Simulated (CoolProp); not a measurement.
Vapour-liquid equilibrium of n-butane (1) + trans-2-butene (2) at -73.75 °C; x and y are mole fractions of (1).

Values from CoolProp's multi-fluid Helmholtz-energy mixture model, Bücker 2006 and Lemmon 2005; pair parameters Bell 2016.

```
x      bubble pressure (kPa)  y at the bubble point  dew pressure at overall composition x (kPa)  liquid density (mol/L)
-----  ---------------------  ---------------------  -------------------------------------------  ----------------------
0.05                   1.666                  0.063                                        1.661                   12.51
0.125                  1.697                  0.150                                        1.688                   12.44
0.2                    1.723                  0.232                                        1.713                   12.36
0.275                  1.746                  0.309                                        1.736                   12.28
0.35                   1.766                  0.383                                        1.757                   12.21
0.425                  1.783                  0.455                                        1.776                   12.14
0.5                    1.797                  0.526                                        1.792                   12.06
0.575                  1.809                  0.597                                        1.806                   11.99
0.65                   1.820                  0.667                                        1.818                   11.92
0.725                  1.829                  0.737                                        1.827                   11.85
0.8                    1.836                  0.808                                        1.835                   11.78
0.875                  1.842                  0.879                                        1.842                   11.72
0.95                   1.847                  0.952                                        1.847                   11.65
```

No azeotrope shows between x = 0.05 and 0.95.

The pair parameters rest on a limited set of measurements; away from them the model extrapolates.
